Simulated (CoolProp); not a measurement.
C3F8 (R218) along the isotherm 107.85 °C: fugacity coefficient from the reference equation and from simpler models built on Tc = 71.9 °C, pc = 2.640 MPa, ω = 0.317; each cubic takes its own stable root.

Computed with CoolProp (reference Helmholtz-energy equation of state, Lemmon 2006). It is a short technical equation, of lower accuracy than the large ones.

```csv
p (MPa),phase,reference,van der Waals,Redlich-Kwong,Soave-Redlich-Kwong,Peng-Robinson
0.44,gas,0.9620,0.9614,0.9579,0.9607,0.9552
0.88,gas,0.9243,0.9230,0.9167,0.9221,0.9118
1.32,gas,0.8869,0.8849,0.8762,0.8844,0.8698
1.76,gas,0.8497,0.8468,0.8365,0.8474,0.8291
2.2,gas,0.8127,0.8087,0.7973,0.8111,0.7896
2.64,gas,0.7760,0.7702,0.7587,0.7756,0.7514
3.08,supercritical,0.7396,0.7310,0.7205,0.7407,0.7143
3.52,supercritical,0.7036,0.6905,0.6828,0.7066,0.6787
3.96,supercritical,0.6685,0.6499,0.6459,0.6735,0.6445
```
